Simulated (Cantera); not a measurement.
A closed system holds: 1 mol Si, 0.36 mol CO₂, a varied amount of H₂, at 1475 K and 0.100 bar.

Method: chemical equilibrium by Gibbs-energy minimisation in Cantera with the NASA 1993 tables (ideal gas, pure condensed phases). Candidate condensed phases: C, C₆H₆, C₇H₈, C₈H₁₈, H₂O, Si, SiC, SiO₂; 123 gas species. Mutual solubility and eutectic melting of coexisting phases are not modelled. The tables hold silica as quartz up to 1696 K and as liquid above; real silica turns to tridymite and cristobalite and melts near 1996 K. The numbers say what is thermodynamically allowed, not how fast it happens.

### Question
What share of the Si ends up in condensed phases as a function of n(H₂) (mol), at 4.1, 7.7, 14, 27, 50, 94, 180, 330, 620?

### Answer
```tsv
n(H₂) (mol)	Si condensed (%)	as
4.1	98.7	Si(s) + SiC(s) + SiO₂(β-quartz)
7.7	97.5	Si(s) + SiC(s) + SiO₂(β-quartz)
14	95.4	Si(s) + SiC(s) + SiO₂(β-quartz)
27	91.2	Si(s) + SiC(s) + SiO₂(β-quartz)
50	83.6	Si(s) + SiC(s) + SiO₂(β-quartz)
94	69.2	Si(s) + SiC(s) + SiO₂(β-quartz)
180	41.1	Si(s) + SiC(s) + SiO₂(β-quartz)
330	32.0	SiC(s)
620	31.9	SiC(s)
```
